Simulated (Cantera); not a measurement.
Input: 1 mol SiH₂Cl₂, 0.36 mol H₂O, 3 mol H₂, 28 mol O₂, held at 900 °C and 1.00 bar.

Cantera equilibrium calculation (NASA polynomials, part measured and part estimated; ideal gas, pure solids and liquids). Candidate condensed phases: H₂O, Si, SiO₂; 30 gas species. The tables hold silica as quartz up to 1696 K and as liquid above; real silica turns to tridymite and cristobalite and melts near 1996 K. Equilibrium is a limit: real reactors are often held back by kinetics, nucleation or transport.

Base state: O₂ 0.826, H₂O 0.112, HCl 0.0582, Cl₂ 0.00324, Cl 0.000202, HOCl 1.16e-5 (mole fractions); condensed: SiO₂(β-quartz).

**Question.** What changes in the equilibrium state with this change: SiH₂Cl₂ replaced by TEOS?

**Answer.** 
```
species                before  after
-------------------  --------  -----
O₂                      0.826  0.404
H₂O                     0.112  0.373
CO₂                         0  0.223
HCl                    0.0582      0
Cl₂                   0.00324      0
Cl                   0.000202      0
HOCl                  1.16e-5      0
SiO₂(β-quartz), mol      1.00   1.00
```
The feed counts by its element totals alone. Further candidate phases: C, C₆H₆, C₇H₈, C₈H₁₈, SiC.
